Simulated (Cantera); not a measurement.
A Cantera script and what it prints.

```python
import numpy as np
import cantera as ct

gas_names = [...]  # 91 gases of nasa_gas.yaml made of C, Cl, H
cond_names = """
    C(gr) C6H6(L) C7H8(L) C8H18(L),n-octa
""".split()


# ... load() reads the species with a 1 bar reference pressure and builds the phases ...
atoms = {
    'CH3Cl': {'C': 1, 'H': 3, 'CL': 1},
    'HCl': {'H': 1, 'CL': 1},
    'H2': {'H': 2},
}
top_T = {'C(gr)': 4500}  # K; cautious upper limits of use, not melting points


# ... equilibrate(T, P, feed) seeds the gas with the atoms and calls Mixture.equilibrate('TP', solver="vcs", rtol=1e-11, max_steps=5000) ...
results = []
feed = {'CH3Cl': 1, 'HCl': 0.65, 'H2': 15}  # mol
T = 3423  # K
for P in [1, 10, 100, 1000, 10000, 100000]:
    mix = equilibrate(T, P, feed)
    results.append((T, P, feed, dict(zip(mix.species_names, mix.species_moles))))

top = {s: max(r[3][s] / sum(r[3][g] for g in gas_names) for r in results) for s in gas_names}
cols = sorted((s for s in top if top[s] > 1e-05), key=lambda s: -top[s])[:9]
seen = [c for c in cond_names if any(r[3].get(c, 0) > 1e-12 for r in results)]
print("log10 of partial pressures in bar; condensed amounts in mol")
print(f"{'P/Pa':>10s}" + "".join(f"{s[:9]:>10s}" for s in cols + seen))
for T, P, feed, n in results:
    ng = sum(n[g] for g in gas_names)
    print(f"{P:10.4g}" + "".join(f"{np.log10(max(n[s] / ng * P / 1e5, 1e-99)):10.3f}" for s in cols)
          + "".join(f"{n.get(c, 0):10.4g}" for c in seen))
```

Result:

```
log10 of partial pressures in bar; condensed amounts in mol
      P/Pa         H        H2       HCL        CL         C C2H2,acet        C3       C2H        C2
         1    -5.033    -9.453   -10.586    -6.342    -6.560   -17.783   -13.183   -13.899   -10.345
        10    -4.033    -7.454    -8.586    -5.342    -5.561   -13.786   -10.186   -10.902    -8.347
       100    -3.034    -5.456    -6.588    -4.343    -4.575    -9.816    -7.227    -7.931    -6.375
      1000    -2.047    -3.482    -4.606    -3.348    -3.744    -6.179    -4.734    -5.281    -4.713
     1e+04    -1.145    -1.678    -2.759    -2.403    -3.293    -3.474    -3.381    -3.478    -3.811
     1e+05    -0.440    -0.268    -1.285    -1.634    -3.153    -1.784    -2.962    -2.493    -3.531
```

These are equilibrium values from Cantera (NASA tables, ideal gas, pure condensed phases), not measurements of a reactor.
